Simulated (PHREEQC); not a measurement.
1 kg of water holding 0.61 mol NaOH, 0.027 mol Na2CO3, 0.18 mol Na2SO4 and 0.062 mol NaCl is evaporated at 25 °C; the solids stay in contact with the brine. CO2 from the air is kept out. The run lets Burkeite, Halite, Mirabilite, Nahcolite, Natron, Thenardite, Trona precipitate or redissolve, and no other solid.

The series has 18 steps of water left (kg), from 1 to 0.03564.

Model: Pitzer model, pitzer.dat, run in PHREEQC.

Question: Which solids form, in which order, and at which step of the series does each first stand?

Answer: Thenardite from water left = 0.1407 kg (pH 14.89); Burkeite from water left = 0.1156 kg (pH 15.10); Halite from water left = 0.05275 kg (pH 16.55).
